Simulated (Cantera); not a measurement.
An isothermal, constant-pressure homogeneous reactor starts with N₂O : H₂ : N₂ = 1 : 0.05 : 1.6 (molar parts), at 1325 K and 760 Torr.

Detailed kinetics in Cantera: GRI-Mech 3.0 (53 species, 325 reactions). GRI-Mech 3.0 was tuned for natural gas; its chemistry of N2O as a main component is partial and can be far from experiment. The mechanism lacks the step 2 NO + O2 → 2 NO2, which can matter for NO2 below about 1400 K. The temperature is held fixed by assumption; the heat of reaction is taken as removed at once.

One state of this run: x N₂O = 0.000394; x H₂ = 7.21e-9; x NO = 0.0321; x O₂ = 0.136; x H₂O = 0.0160; x HO₂ = 1.72e-8. x: mole fraction; the columns are a selection and need not sum to one.

Question: Which value of t (s) does it belong to?
A) 0.0109
B) 2.00
C) 0.543
D) 0.000800

Answer: B, 2.00
